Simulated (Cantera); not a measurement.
# Adiabatic ignition

An adiabatic, constant-pressure homogeneous reactor starts with 19.5 % CH4, 16.9 % O2, 63.6 % N2, equivalence ratio 2.3, at 1575 K and 18.8 atm.

Model: GRI-Mech 3.0 (53 species, 325 reactions), integrated in Cantera. The pressure lies above the range GRI-Mech 3.0 was tuned for (to about 10 atm).

```tsv
t (s)	T (K)	x CH4	x O2	x C2H4	x C2H	x HCN
3.00e-6	1575	0.194	0.169	1.91e-7	<1e-12	<1e-12
1.03e-5	1576	0.194	0.169	1.05e-5	<1e-12	<1e-12
3.53e-5	1589	0.190	0.167	0.000198	<1e-12	<1e-12
0.000121	2481	0.00217	5.39e-7	2.62e-5	5.32e-6	0.000122
0.000416	2463	7.92e-6	3.24e-7	1.55e-8	3.26e-9	4.06e-5
0.00143	2463	1.86e-8	3.26e-7	<1e-12	<1e-12	1.07e-5
0.00490	2463	1.79e-8	3.26e-7	<1e-12	<1e-12	4.68e-6
0.0168	2463	1.79e-8	3.27e-7	<1e-12	<1e-12	3.90e-6
0.0577	2463	1.79e-8	3.27e-7	<1e-12	<1e-12	3.90e-6
0.198	2463	1.79e-8	3.27e-7	<1e-12	<1e-12	3.90e-6
0.679	2463	1.79e-8	3.27e-7	<1e-12	<1e-12	3.90e-6
2.33	2463	1.79e-8	3.27e-7	<1e-12	<1e-12	3.90e-6
8.00	2463	1.79e-8	3.27e-7	<1e-12	<1e-12	3.90e-6
```
x: mole fraction; the columns are a selection and need not sum to one.

```
Quantity                                                             Value
---------------------------------  ---------------------------------------
time of steepest temperature rise                                  80.1 µs
temperature at 8.00 s                                               2463 K
equilibrium temperature                                             2463 K
x(CH4) at 8.00 s                   1.79e-8 (gas-phase equilibrium 2.00e-8)
x(O2) at 8.00 s                    3.27e-7 (gas-phase equilibrium 3.27e-7)
x(C2H4) at 8.00 s                    <1e-12 (gas-phase equilibrium <1e-12)
```
